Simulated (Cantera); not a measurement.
Low-pressure radical oxidation in H2/O2

A perfectly stirred reactor is fed with H2 : O2 : N2 = 0.05 : 1 : 0.021 (molar parts), at 0.00829 atm; it is held at 1123 K, and followed from long to short residence time.

Computed with Cantera and GRI-Mech 3.0 (53 species, 325 reactions). Radical loss at walls, strong at low pressure, is not modelled. The temperature is held fixed by assumption; the heat of reaction is taken as removed at once.

```tsv
τ (s)	x H2	x O2	x H	x H2O2	x OH	x H2O	x HO2
1.8	0.000191	0.929	0.000274	5.30e-8	0.000841	0.0470	1.32e-6
1.0	0.000269	0.927	0.000475	5.66e-8	0.00102	0.0466	1.55e-6
0.58	0.000368	0.926	0.000776	5.96e-8	0.00121	0.0462	1.76e-6
0.32	0.000518	0.923	0.00129	6.25e-8	0.00145	0.0456	2.00e-6
0.18	0.000719	0.920	0.00205	6.53e-8	0.00171	0.0448	2.22e-6
0.10	0.00101	0.916	0.00311	6.86e-8	0.00201	0.0437	2.42e-6
0.056	0.00141	0.913	0.00442	7.31e-8	0.00233	0.0424	2.58e-6
0.031	0.00201	0.909	0.00591	8.02e-8	0.00268	0.0407	2.72e-6
0.018	0.00285	0.907	0.00726	9.02e-8	0.00303	0.0389	2.83e-6
0.0098	0.00431	0.906	0.00854	1.07e-7	0.00347	0.0365	2.92e-6
0.0055	0.00654	0.907	0.00934	1.28e-7	0.00389	0.0336	2.96e-6
```
x: mole fraction; the columns are a selection and need not sum to one.
